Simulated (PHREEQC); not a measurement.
## Nickel, zinc or cadmium bath: an equilibrium model

Consider water at 20 °C with 0.012 mol/kgw ZnCl2, 0.061 mol/kgw Na2SO4, 0.00018 mol/kgw NiCl2 and 0.023 mol/kgw H2SO4. Closed to the air; pH follows from the charge balance.

Equilibrium calculation in PHREEQC: ion-association model, wateq4f.dat.

No solid was allowed to form.

Task: What pH, ionic strength does the model give?

Result: pH 1.78; ionic strength 0.197 mol/kgw.

Task: In which forms is S present?

Result: SO4-2 51 %, HSO4- 30 %, NaSO4- 8.5 %, ZnSO4 5.8 %, Zn(SO4)2-2 4.2 % of the S.

Complexes and solids missing from the database can't appear.
